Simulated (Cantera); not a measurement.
**Adiabatic ignition**

An adiabatic, constant-volume homogeneous reactor starts with H₂ : O₂ : N₂ : H₂O = 1 : 0.943 : 3.55 : 0.18 (molar parts), equivalence ratio 0.53, at 1748 K and 0.671 atm.

Detailed kinetics in Cantera: the H2/O2 subset of GRI-Mech 3.0, which has no nitrogen chemistry.

```tsv
t (s)	T (K)	P (bar)	x H₂	x O₂	x H₂O	x OH	x H	x H₂O₂
2.00e-6	1748	0.680	0.176	0.166	0.0317	2.42e-6	8.68e-6	5.88e-8
6.59e-6	1749	0.680	0.173	0.165	0.0340	0.000517	0.00178	3.11e-7
2.17e-5	1994	0.765	0.0274	0.0812	0.145	0.0262	0.0499	5.20e-7
7.14e-5	2446	0.911	0.0212	0.0774	0.168	0.0340	0.0221	2.57e-7
0.000235	2757	1.01	0.0131	0.0771	0.188	0.0327	0.00844	5.95e-7
0.000775	2764	1.01	0.0129	0.0771	0.189	0.0326	0.00819	6.20e-7
0.00255	2764	1.01	0.0129	0.0771	0.189	0.0326	0.00819	6.20e-7
0.00840	2764	1.01	0.0129	0.0771	0.189	0.0326	0.00819	6.20e-7
0.0277	2764	1.01	0.0129	0.0771	0.189	0.0326	0.00819	6.20e-7
0.0911	2764	1.01	0.0129	0.0771	0.189	0.0326	0.00819	6.20e-7
0.300	2764	1.01	0.0129	0.0771	0.189	0.0326	0.00819	6.20e-7
```
x: mole fraction; the columns are a selection and need not sum to one.

```
Property                                                          Result
---------------------------------  -------------------------------------
time of steepest temperature rise                                10.6 µs
temperature at 0.300 s                                            2764 K
equilibrium temperature                                           2764 K
x(H₂) at 0.300 s                   0.0129 (gas-phase equilibrium 0.0129)
x(O₂) at 0.300 s                   0.0771 (gas-phase equilibrium 0.0771)
x(H₂O) at 0.300 s                    0.189 (gas-phase equilibrium 0.189)
```
